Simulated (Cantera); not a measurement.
An isothermal, constant-pressure homogeneous reactor starts with NH₃ : N₂ = 1 : 0.11 (molar parts), at 1400 K and 10.00 Torr. Integrator tolerance rtol = 1e-08.

Model: the gas-phase N/H chemistry of the illustrative SiF4/NH3 mechanism in the Surface Chemkin manual (1991), integrated in Cantera. Walls and surfaces, which speed up NH3 decomposition in real reactors, are not modelled.

Q: What does this change do: temperature 1400 to 1800 K?

A: 
```csv
quantity,before,after
x(NH₃) at 7.00 s,0.900 (gas-phase equilibrium 3.61e-7),0.379 (gas-phase equilibrium 1.24e-7)
x(N₂H₄) at 7.00 s,6.56e-9 (gas-phase equilibrium <1e-12),4.44e-9 (gas-phase equilibrium <1e-12)
x(H₂) at 7.00 s,0.00107 (gas-phase equilibrium 0.711),0.412 (gas-phase equilibrium 0.709)
x(N₂) at 7.00 s,0.0994 (gas-phase equilibrium 0.289),0.209 (gas-phase equilibrium 0.289)
x(N) at 7.00 s,3.41e-11 (gas-phase equilibrium <1e-12),3.23e-7 (gas-phase equilibrium 1.70e-10)
x(H) at 7.00 s,2.01e-8 (gas-phase equilibrium 3.58e-5),0.000140 (gas-phase equilibrium 0.00263)
x(NH₂) at 7.00 s,3.01e-5 (gas-phase equilibrium 3.67e-11),0.000342 (gas-phase equilibrium 1.23e-9)
```
